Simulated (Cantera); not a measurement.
# Ammonia decomposition in nitride growth gas

A perfectly stirred reactor is fed with 89.3 % NH3, 10.7 % H2, at 42000 Pa; it is held at 1950 K, and followed from long to short residence time.

Computed with Cantera and the gas-phase N/H chemistry of the illustrative SiF4/NH3 mechanism in the Surface Chemkin manual (1991). Walls and surfaces, which speed up NH3 decomposition in real reactors, are not modelled.

| τ (s) | x NH3 | x H2 | x H | x N | x N2H4 | x NH |
|---|---|---|---|---|---|---|
| 20 | 0.00719 | 0.758 | 0.00120 | 3.65e-7 | 3.12e-10 | 1.88e-6 |
| 2.7 | 0.0391 | 0.735 | 0.000729 | 4.76e-7 | 3.60e-9 | 3.95e-6 |
| 0.38 | 0.197 | 0.619 | 0.000368 | 4.84e-7 | 3.28e-8 | 6.94e-6 |
| 0.052 | 0.590 | 0.330 | 0.000136 | 3.91e-7 | 1.42e-7 | 9.14e-6 |
| 0.0073 | 0.833 | 0.151 | 5.65e-5 | 2.70e-7 | 2.29e-7 | 8.92e-6 |
| 0.0010 | 0.884 | 0.113 | 3.89e-5 | 1.91e-7 | 2.17e-7 | 7.58e-6 |
| 0.00014 | 0.892 | 0.108 | 2.10e-5 | 4.58e-8 | 7.04e-8 | 2.74e-6 |
x: mole fraction; the columns are a selection and need not sum to one.
